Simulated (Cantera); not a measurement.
What does this Cantera script print?

```python
import numpy as np
import cantera as ct

gas = ct.Solution("gri30.yaml")


def delay(T, t_max=10):
    gas.TPX = T, 230000, {'CH4': 1, 'H2': 0.74, 'O2': 2.37, 'N2': 16.4, 'H2O': 0.6}
    reactor = ct.IdealGasConstPressureReactor(gas, clone=False)
    net = ct.ReactorNet([reactor])
    net.rtol, net.atol = 1e-8, 1e-16
    while net.time < t_max:
        t_old, T_old = net.time, reactor.T
        net.step()
        if reactor.T > T + 400:  # ignition: a rise of 400 K
            return t_old + (T + 400 - T_old) / (reactor.T - T_old) * (net.time - t_old)
    return np.nan


taus = []
for T in [1250, 1325, 1400, 1475, 1550, 1625, 1700, 1775, 1850, 1925]:
    taus.append(delay(T))
    print(f"T0 = {T:6g} K   tau = {taus[-1]:.4e} s")
```

Result:

```
T0 =   1250 K   tau = 9.2712e-04 s
T0 =   1325 K   tau = 5.2005e-04 s
T0 =   1400 K   tau = 3.0221e-04 s
T0 =   1475 K   tau = 1.8213e-04 s
T0 =   1550 K   tau = 1.1417e-04 s
T0 =   1625 K   tau = 7.4442e-05 s
T0 =   1700 K   tau = 5.0324e-05 s
T0 =   1775 K   tau = 3.5109e-05 s
T0 =   1850 K   tau = 2.5170e-05 s
T0 =   1925 K   tau = 1.8484e-05 s
```

Computed with Cantera and GRI-Mech 3.0 (53 species, 325 reactions).
